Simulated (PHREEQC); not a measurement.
Solution (25 °C): 0.0066 mol/kgw LiOH, 6.4e-07 mol/kgw H4SiO4 and 0.00069 mol/kgw Na2CO3. Closed to the air; pH follows from the charge balance.

Equilibrium calculation in PHREEQC: ion-association model, phreeqc.dat.

```yaml
pH: 11.77
ionic_strength: 0.00863 mol/kgw
specific_conductance: 1610 µS/cm
total_alkalinity: 7.98 meq/kg
```

```tsv
species	molality	activity	log γ
OH-	0.00662	0.00600	-0.043
Li+	0.00660	0.00602	-0.040
Na+	0.00137	0.00124	-0.041
CO3-2	0.000660	0.000454	-0.163
HCO3-	1.79e-5	1.63e-5	-0.041
NaCO3-	1.16e-5	1.05e-5	-0.042
H3SiO4-	6.02e-7	5.46e-7	-0.042
H2SiO4-2	3.20e-8	2.20e-8	-0.163
NaHCO3	1.14e-8	1.14e-8	0.001
H4SiO4	6.24e-9	6.25e-9	0.001
```

Precipitation was switched off in this run. Species that the database lacks are ignored.
